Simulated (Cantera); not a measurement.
Charge: 1 mol CO, 0.69 mol H₂, held at 2873.15 K and 49.0 bar.

Equilibrium computed with Cantera from the NASA thermochemical tables; the gas is ideal and each condensed phase is pure. Candidate condensed phases: C, C₆H₆, C₇H₈, C₈H₁₈, H₂O; 110 gas species. The ideal-gas law is rough above about 30 bar. The numbers say what is thermodynamically allowed, not how fast it happens.

Problem. What is the equilibrium state?

Solution. 
```json
{
 "x(CO)": "0.588",
 "x(H₂)": "0.401",
 "x(H)": "0.00951",
 "x(H₂O)": "0.000814",
 "x(C₂H₂ (acetylene))": "0.000410",
 "x(CO₂)": "0.000168",
 "x(CH₄)": "0.000110",
 "x(CH₃)": "4.27e-5",
 "x(HCO)": "2.43e-5",
 "gas_amount": "1.696 mol",
 "log10 activity of C(graphite) (absent)": "-0.81"
}
```
